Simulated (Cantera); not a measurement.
## Dilute partial oxidation

An isothermal, constant-pressure homogeneous reactor starts with 4.02 % CH2O, 0.700 % O2, 95.3 % N2, at 1475 K and 1.60 bar.

Cantera simulation using GRI-Mech 3.0 (53 species, 325 reactions); the numbers are that mechanism's predictions, not measurements.

```csv
t (s),x CH2O,x O2,x OH,x H2O,x HCN,x CH2CO
2.00e-5,0.0398,0.00693,4.64e-7,3.23e-5,<1e-12,4.52e-11
7.96e-5,0.0121,0.00409,1.67e-5,0.00468,8.53e-11,1.30e-7
0.000317,3.01e-9,0.000117,6.04e-5,0.0116,1.74e-9,5.22e-11
0.00126,1.53e-9,1.36e-7,1.50e-5,0.00982,2.92e-9,1.40e-12
0.00502,9.71e-10,7.59e-9,3.62e-6,0.00933,2.89e-9,<1e-12
0.0200,7.90e-10,4.45e-10,8.81e-7,0.00924,2.87e-9,<1e-12
0.0796,7.43e-10,2.72e-11,2.18e-7,0.00922,2.90e-9,<1e-12
0.317,7.31e-10,1.75e-12,5.59e-8,0.00922,2.98e-9,<1e-12
1.26,7.27e-10,<1e-12,1.85e-8,0.00922,3.10e-9,<1e-12
5.02,7.27e-10,<1e-12,1.45e-8,0.00922,3.37e-9,<1e-12
20.0,7.27e-10,<1e-12,1.45e-8,0.00922,4.36e-9,<1e-12
```
x: mole fraction; the columns are a selection and need not sum to one.

Equilibrium at this temperature and pressure: CH2O 7.27e-10, O2 <1e-12, OH 1.45e-8, H2O 0.00922, HCN 7.50e-8, CH2CO <1e-12 (gas phase only).
